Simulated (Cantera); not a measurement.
An isothermal plug-flow reactor at 1073 K and 0.800 bar (inlet), inlet velocity 0.16 m/s, active area per volume 140 1/m; feed CH4 : O2 : N2 : H2O = 0.0029 : 0.011 : 0.79 : 0.0096 (molar parts).

Model: Deutschmann's 1995 Pt surface mechanism with GRI-Mech 3.0 gas chemistry, integrated in Cantera. Catalytic surfaces can have several steady states; this one follows from the mechanism file's or the stated starting coverage. Mass transfer to the wall is taken as infinitely fast.

x: gas mole fraction; θ: surface coverage.

```json
[
 {"z (m)": "0.00013", "x CH4": "0.00339", "x O2": "0.0132", "x H2O": "0.0121", "x CO2": "0.000165", "x CO": "3.60e-6", "θ free Pt": "0.430", "θ O*": "0.568", "θ OH*": "0.00174"},
 {"z (m)": "0.00022", "x CH4": "0.00328", "x O2": "0.0130", "x H2O": "0.0124", "x CO2": "0.000278", "x CO": "3.49e-6", "θ free Pt": "0.431", "θ O*": "0.567", "θ OH*": "0.00175"},
 {"z (m)": "0.00036", "x CH4": "0.00311", "x O2": "0.0126", "x H2O": "0.0127", "x CO2": "0.000448", "x CO": "3.33e-6", "θ free Pt": "0.432", "θ O*": "0.566", "θ OH*": "0.00178"},
 {"z (m)": "0.00061", "x CH4": "0.00282", "x O2": "0.0121", "x H2O": "0.0133", "x CO2": "0.000732", "x CO": "3.04e-6", "θ free Pt": "0.435", "θ O*": "0.563", "θ OH*": "0.00182"},
 {"z (m)": "0.001", "x CH4": "[?]", "x O2": "0.0113", "x H2O": "0.0141", "x CO2": "[?]", "x CO": "[?]", "θ free Pt": "0.439", "θ O*": "0.559", "θ OH*": "0.00187"},
 {"z (m)": "0.0017", "x CH4": "0.00182", "x O2": "0.0101", "x H2O": "0.0153", "x CO2": "0.00172", "x CO": "2.01e-6", "θ free Pt": "0.445", "θ O*": "0.553", "θ OH*": "0.00195"},
 {"z (m)": "0.0028", "x CH4": "0.00114", "x O2": "0.00874", "x H2O": "0.0166", "x CO2": "0.00238", "x CO": "1.29e-6", "θ free Pt": "0.452", "θ O*": "0.546", "θ OH*": "0.00203"},
 {"z (m)": "0.0047", "x CH4": "0.000494", "x O2": "0.00746", "x H2O": "0.0179", "x CO2": "0.00302", "x CO": "5.78e-7", "θ free Pt": "0.461", "θ O*": "0.537", "θ OH*": "0.00211"},
 {"z (m)": "0.0079", "x CH4": "[?]", "x O2": "0.00671", "x H2O": "0.0186", "x CO2": "0.00340", "x CO": "[?]", "θ free Pt": "0.466", "θ O*": "0.532", "θ OH*": "0.00216"},
 {"z (m)": "0.013", "x CH4": "1.05e-5", "x O2": "0.00650", "x H2O": "0.0188", "x CO2": "0.00350", "x CO": "2.39e-8", "θ free Pt": "0.467", "θ O*": "0.530", "θ OH*": "0.00217"}
]
```

Problem. Fill in the missing entries.

Solution. 
- 0.001, x CH4: 0.00242
- 0.001, x CO2: 0.00113
- 0.001, x CO: 2.63e-6
- 0.0079, x CH4: 0.000114
- 0.0079, x CO: 1.46e-7
